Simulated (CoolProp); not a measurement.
Properties of R142b at several states.

Model: reference Helmholtz-energy equation of state, Lemmon 2006, in CoolProp. It is a short technical equation, of lower accuracy than the large ones.

| T (°C) | p (MPa) | phase | isothermal compressibility (1/MPa) | conductivity (mW/(m K)) | fugacity coefficient |
|---|---|---|---|---|---|
| 41.45 | 0.848 | liquid | 0.004273 | 76.0 | 0.5755 |
| 138.35 | 0.024 | gas | 41.75 | 19.9 | 0.9980 |
| -48.45 | 4.05 | liquid | 0.001175 | 111 | 0.004272 |
| -19.85 | 6.33 | liquid | 0.001553 | 101 | 0.01258 |
| -34.45 | 0.177 | liquid | 0.001454 | 104 | 0.1781 |
| 130.25 | 1.57 | gas | 0.7759 | 20.5 | 0.8616 |

Thermal conductivity comes from a separate model (Huber 2003), an estimate that may be off by 10 % or more.
